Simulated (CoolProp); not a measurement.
Properties of R125 along the isobar 0.837 bar (Tc = 66.0 °C, pc = 36.18 bar, ω = 0.305).

Model: reference Helmholtz-energy equation of state, Lemmon 2005, in CoolProp.

```
T (°C)  phase  cv (kJ/(kg K))  expansivity (1/kK)  viscosity (µPa s)  fugacity coefficient
------  -----  --------------  ------------------  -----------------  --------------------
-44.95    gas          0.6121               4.955               9.87                0.9677
-36.25    gas               …               4.692               10.3                0.9719
-27.65    gas          0.6389               4.466               10.7                0.9753
-19.05    gas          0.6523               4.265                  …                0.9781
-10.35    gas          0.6660               4.084                  …                0.9806
-1.75     gas          0.6795               3.922               11.8                0.9827
6.95      gas          0.6931               3.774               12.2                0.9845
15.55     gas          0.7064               3.640                  …                0.9861
24.15     gas          0.7197               3.517               12.9                0.9875
```

Question: What belongs in the gaps?

Answer: 
- -36.25, cv (kJ/(kg K)): 0.6255
- -19.05, viscosity (µPa s): 11.0
- -10.35, viscosity (µPa s): 11.4
- 15.55, viscosity (µPa s): 12.6

Viscosity comes from a separate model (Huber 2006).
